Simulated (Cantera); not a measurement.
A perfectly stirred reactor is fed with C2H4 : O2 : N2 : CO2 = 1 : 6.67 : 25.1 : 1.7 (molar parts), at 9.87 atm; it is adiabatic with a 575 K inlet, and is followed from long to short residence time, starting on the burning branch (τ in s: 0.27, 0.1, 0.039, 0.015, 0.0056, 0.0021, 0.00081, 0.00031, 0.00012, 4.4e-05, 1.7e-05).

Computed with Cantera and GRI-Mech 3.0 (53 species, 325 reactions). GRI-Mech 3.0 was tuned for natural gas; its chemistry of ethylene as a main component is partial and can be far from experiment.

**Question.** Predict: blow-out, bracketed by the residence times tried; x(C2H4) at τ = 0.270 s; x(O2) at τ = 0.270 s; x(CO2) at τ = 0.270 s; x(OH) at τ = 0.270 s; x(CH2O) at τ = 0.270 s; x(C2H4) at τ = 2.10 ms; x(O2) at τ = 2.10 ms; x(CO2) at τ = 2.10 ms; x(OH) at τ = 2.10 ms; x(CH2O) at τ = 2.10 ms.

**Answer.** 
* **blow-out, bracketed by the residence times tried**: burning at 0.810 ms, out at 0.310 ms
* **x(C2H4) at τ = 0.270 s**: 2.32e-6
* **x(O2) at τ = 0.270 s**: 0.106
* **x(CO2) at τ = 0.270 s**: 0.107
* **x(OH) at τ = 0.270 s**: 0.000124
* **x(CH2O) at τ = 0.270 s**: 1.31e-7
* **x(C2H4) at τ = 2.10 ms**: 6.58e-5
* **x(O2) at τ = 2.10 ms**: 0.108
* **x(CO2) at τ = 2.10 ms**: 0.105
* **x(OH) at τ = 2.10 ms**: 0.000399
* **x(CH2O) at τ = 2.10 ms**: 5.41e-6
